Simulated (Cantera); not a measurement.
An isothermal, constant-pressure homogeneous reactor starts with CH4 : CO2 : H2 = 1 : 0.41 : 0.051 (molar parts), at 1375 K and 17.0 bar.

Computed with Cantera and GRI-Mech 3.0 (53 species, 325 reactions). GRI-Mech 3.0 stops at C3 and has no aromatics, soot or wall deposition, so with more carbon than oxygen in the feed, carbon stays in small species such as C2H2 where larger ones or solid carbon would form. The pressure lies above the range GRI-Mech 3.0 was tuned for (to about 10 atm).

**Question.** Predict: x(CH4) at 200 s; x(CO2) at 200 s; x(H2) at 200 s; x(CH2O) at 200 s; x(HCO) at 200 s.

**Answer.** 
- x(CH4) at 200 s = 0.375 (gas-phase equilibrium 0.254)
- x(CO2) at 200 s = 0.0405 (gas-phase equilibrium 0.000234)
- x(H2) at 200 s = 0.219 (gas-phase equilibrium 0.385)
- x(CH2O) at 200 s = 5.57e-7 (gas-phase equilibrium 1.07e-6)
- x(HCO) at 200 s = 5.20e-9 (gas-phase equilibrium 8.76e-9)
